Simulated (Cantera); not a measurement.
What does this Cantera script print?

```python
import numpy as np
import cantera as ct

gas = ct.Solution("gri30.yaml")
gas.TPX = 1200, 28000, {'CH4': 1, 'C2H6': 0.083, 'O2': 1.64, 'N2': 6.15}
reactor = ct.IdealGasReactor(gas, energy="on", clone=False)
net = ct.ReactorNet([reactor])
net.rtol, net.atol = 1e-08, 1e-16
show = ['CH4', 'C2H6', 'O2', 'CH2', 'HO2']
times = np.geomspace(3e-06, 7, 14)

steps = ct.SolutionArray(gas, extra=["t"])
rows = []
print(f"{'t/s':>10s}{'T/K':>9s}{'P/Pa':>11s}" + "".join(f"{s:>11s}" for s in show))
for t in times:
    while net.time < t:
        t_next = net.step()
        steps.append(gas.state, t=t_next)
    rows.append([np.interp(t, steps.t, y) for y in (steps.T, steps.P, *steps(*show).X.T)])
    print(f"{t:10.3e}{rows[-1][0]:9.1f}{rows[-1][1]:11.4g}" + "".join(f"{x:11.3e}" for x in rows[-1][2:]))
rate = np.gradient(steps.T, steps.t)
print("integrator steps:", len(steps.t))
if steps.T.max() > steps.T[0] + 200:
    print(f"time of steepest temperature rise: {steps.t[rate.argmax()]:.4e} s")
gas.TPX = 1200, 28000, {'CH4': 1, 'C2H6': 0.083, 'O2': 1.64, 'N2': 6.15}
gas.equilibrate("UV")
print(f"equilibrium (UV): T = {gas.T:.1f} K  " + "  ".join(f"{s} {gas[s].X[0]:.3e}" for s in show))
```

It prints:

```
       t/s      T/K       P/Pa        CH4       C2H6         O2        CH2        HO2
 3.000e-06   1200.0    2.8e+04  1.127e-01  9.354e-03  1.848e-01  6.808e-18  8.075e-10
 9.268e-06   1200.0    2.8e+04  1.127e-01  9.354e-03  1.848e-01  8.274e-17  2.560e-09
 2.863e-05   1200.0    2.8e+04  1.127e-01  9.354e-03  1.848e-01  8.673e-16  9.004e-09
 8.844e-05   1200.0    2.8e+04  1.127e-01  9.354e-03  1.848e-01  8.592e-15  4.130e-08
 2.732e-04   1200.0    2.8e+04  1.127e-01  9.352e-03  1.848e-01  8.273e-14  2.570e-07
 8.440e-04   1200.0    2.8e+04  1.127e-01  9.347e-03  1.848e-01  8.902e-13  1.784e-06
 2.607e-03   1200.1    2.8e+04  1.127e-01  9.310e-03  1.848e-01  1.605e-11  8.371e-06
 8.054e-03   1203.8   2.81e+04  1.119e-01  8.998e-03  1.841e-01  1.330e-10  1.757e-05
 2.488e-02   2743.6  7.073e+04  6.295e-14  3.126e-27  3.166e-03  2.382e-13  1.252e-06
 7.686e-02   2743.1  7.072e+04  6.319e-14  3.147e-27  3.149e-03  2.381e-13  1.245e-06
 2.374e-01   2743.1  7.072e+04  6.319e-14  3.147e-27  3.149e-03  2.381e-13  1.245e-06
 7.335e-01   2743.1  7.072e+04  6.319e-14  3.147e-27  3.149e-03  2.381e-13  1.245e-06
 2.266e+00   2743.1  7.072e+04  6.319e-14  3.147e-27  3.149e-03  2.381e-13  1.245e-06
 7.000e+00   2743.1  7.072e+04  6.319e-14  3.147e-27  3.149e-03  2.381e-13  1.245e-06
integrator steps: 2097
time of steepest temperature rise: 1.9468e-02 s
equilibrium (UV): T = 2743.1 K  CH4 7.694e-14  C2H6 4.484e-27  O2 3.149e-03  CH2 2.488e-13  HO2 1.245e-06
```

Cantera simulation using GRI-Mech 3.0 (53 species, 325 reactions); the numbers are that mechanism's predictions, not measurements.
